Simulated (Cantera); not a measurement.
**Ammonia decomposition in nitride growth gas**

An isothermal, constant-pressure homogeneous reactor starts with 29.4 % NH₃, 70.6 % N₂, at 2100 K and 750 Torr.

Detailed kinetics in Cantera: the gas-phase N/H chemistry of the illustrative SiF4/NH3 mechanism in the Surface Chemkin manual (1991). Walls and surfaces, which speed up NH3 decomposition in real reactors, are not modelled.

```
t (s)        x NH₃   x N₂     x NH₂     x H₂    x N₂H₄     x NH       x H
--------  --------  -----  --------  -------  --------  -------  --------
0.000100     0.292  0.705   0.00114  0.00153   2.78e-7  9.75e-6   4.31e-6
0.000264     0.288  0.705   0.00122  0.00586   3.19e-7  1.27e-5   1.09e-5
0.000696     0.278  0.703   0.00110   0.0172   2.61e-7  1.51e-5   2.52e-5
0.00184      0.255  0.699  0.000940   0.0449   1.89e-7  1.79e-5   5.73e-5
0.00484      0.203  0.691  0.000741    0.105   1.18e-7  1.91e-5  0.000129
0.0128       0.117  0.678  0.000487    0.204   5.08e-8  1.71e-5  0.000283
0.0337      0.0331  0.664  0.000200    0.302   8.51e-9  1.11e-5  0.000607
0.0890     0.00222  0.659   2.82e-5    0.337  1.69e-10  3.39e-6   0.00142
0.235     0.000181  0.659   2.91e-6    0.339  1.81e-12  4.48e-7   0.00182
0.619      4.78e-5  0.658   7.73e-7    0.340    <1e-12  1.20e-7   0.00183
1.63       1.63e-5  0.658   2.65e-7    0.340    <1e-12  4.09e-8   0.00183
4.31       6.32e-6  0.658   1.02e-7    0.340    <1e-12  1.58e-8   0.00183
11.4       3.24e-6  0.658   5.25e-8    0.340    <1e-12  8.12e-9   0.00183
30.0       2.76e-6  0.658   4.46e-8    0.340    <1e-12  6.90e-9   0.00183
```
x: mole fraction; the columns are a selection and need not sum to one.

Equilibrium at this temperature and pressure: NH₃ 2.75e-6, N₂ 0.658, NH₂ 4.45e-8, H₂ 0.340, N₂H₄ <1e-12, NH 6.89e-9, H 0.00183 (gas phase only).
